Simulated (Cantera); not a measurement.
Cantera run, input and output.

```python
import numpy as np
import cantera as ct

gas = ct.Solution("gri30.yaml")
gas.TPX = 1700, 25000, {'CH4': 1, 'H2O': 0.3, 'N2': 0.02}
reactor = ct.IdealGasConstPressureReactor(gas, energy="off", clone=False)
net = ct.ReactorNet([reactor])
net.rtol, net.atol = 1e-08, 1e-18
show = ['CH4', 'H2O', 'HO2', 'CO2', 'O2', 'C2H4']
times = np.geomspace(9e-05, 1, 12)

steps = ct.SolutionArray(gas, extra=["t"])
rows = []
print(f"{'t/s':>10s}{'T/K':>9s}{'P/Pa':>11s}" + "".join(f"{s:>11s}" for s in show))
for t in times:
    while net.time < t:
        t_next = net.step()
        steps.append(gas.state, t=t_next)
    rows.append([np.interp(t, steps.t, y) for y in (steps.T, steps.P, *steps(*show).X.T)])
    print(f"{t:10.3e}{rows[-1][0]:9.1f}{rows[-1][1]:11.4g}" + "".join(f"{x:11.3e}" for x in rows[-1][2:]))
rate = np.gradient(steps.T, steps.t)
print("integrator steps:", len(steps.t))
if steps.T.max() > steps.T[0] + 200:
    print(f"time of steepest temperature rise: {steps.t[rate.argmax()]:.4e} s")
gas.TPX = 1700, 25000, {'CH4': 1, 'H2O': 0.3, 'N2': 0.02}
gas.equilibrate("TP")
print(f"equilibrium (TP): T = {gas.T:.1f} K  " + "  ".join(f"{s} {gas[s].X[0]:.3e}" for s in show))
```

It prints:

```
       t/s      T/K       P/Pa        CH4        H2O        HO2        CO2         O2       C2H4
 9.000e-05   1700.0    2.5e+04  7.560e-01  2.271e-01  1.109e-15  3.123e-14  1.541e-14  3.456e-05
 2.099e-04   1700.0    2.5e+04  7.533e-01  2.270e-01  3.710e-15  6.344e-12  2.722e-13  3.388e-04
 4.896e-04   1700.0    2.5e+04  7.437e-01  2.263e-01  9.027e-15  6.558e-10  3.035e-12  2.391e-03
 1.142e-03   1700.0    2.5e+04  7.054e-01  2.229e-01  1.849e-14  3.000e-08  2.215e-11  1.176e-02
 2.663e-03   1700.0    2.5e+04  6.003e-01  2.108e-01  2.404e-14  4.664e-07  6.772e-11  2.517e-02
 6.212e-03   1700.0    2.5e+04  4.511e-01  1.896e-01  2.069e-14  3.017e-06  6.917e-11  1.645e-02
 1.449e-02   1700.0    2.5e+04  3.019e-01  1.679e-01  1.711e-14  1.548e-05  3.844e-11  6.518e-03
 3.379e-02   1700.0    2.5e+04  1.747e-01  1.486e-01  1.679e-14  7.349e-05  2.138e-11  2.907e-03
 7.882e-02   1700.0    2.5e+04  8.681e-02  1.313e-01  1.860e-14  2.927e-04  1.556e-11  1.798e-03
 1.838e-01   1700.0    2.5e+04  4.151e-02  1.120e-01  1.838e-14  8.178e-04  1.212e-11  1.556e-03
 4.287e-01   1700.0    2.5e+04  2.503e-02  8.480e-02  1.193e-14  1.437e-03  7.333e-12  1.464e-03
 1.000e+00   1700.0    2.5e+04  1.836e-02  4.994e-02  4.175e-15  1.476e-03  2.580e-12  1.345e-03
integrator steps: 1442
equilibrium (TP): T = 1700.0 K  CH4 7.107e-03  H2O 2.116e-07  HO2 8.953e-26  CO2 9.686e-09  O2 1.344e-22  C2H4 1.114e-03
```

Cantera simulation using GRI-Mech 3.0 (53 species, 325 reactions); the numbers are that mechanism's predictions, not measurements. GRI-Mech 3.0 stops at C3 and has no aromatics, soot or wall deposition, so with more carbon than oxygen in the feed, carbon stays in small species such as C2H2 where larger ones or solid carbon would form.
